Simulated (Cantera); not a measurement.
An adiabatic, constant-volume homogeneous reactor starts with CH₃OH : O₂ : N₂ : H₂O = 1 : 0.625 : 3.44 : 0.9 (molar parts), at 1625 K and 1.01 bar. Integrator tolerance rtol = 1e-08.

Detailed kinetics in Cantera: GRI-Mech 3.0 (53 species, 325 reactions). GRI-Mech 3.0 was tuned for natural gas; its chemistry of methanol as a main component is partial and can be far from experiment.

Q: What does this change do: pressure from 1.01 bar to 5.00 bar?

A: 
```tsv
quantity	before	after
time of steepest temperature rise	41.1 µs	10.0 µs
temperature at 0.100 s	2527 K	2565 K
equilibrium temperature	2527 K	2565 K
x(CH₃OH) at 0.100 s	<1e-12 (gas-phase equilibrium <1e-12)	2.47e-12 (gas-phase equilibrium 2.54e-12)
x(O₂) at 0.100 s	8.94e-5 (gas-phase equilibrium 8.94e-5)	2.57e-5 (gas-phase equilibrium 2.57e-5)
x(H₂O) at 0.100 s	0.256 (gas-phase equilibrium 0.256)	0.258 (gas-phase equilibrium 0.258)
x(H₂) at 0.100 s	0.132 (gas-phase equilibrium 0.132)	0.133 (gas-phase equilibrium 0.133)
x(CH₂) at 0.100 s	<1e-12 (gas-phase equilibrium 1.05e-12)	5.65e-12 (gas-phase equilibrium 6.26e-12)
```
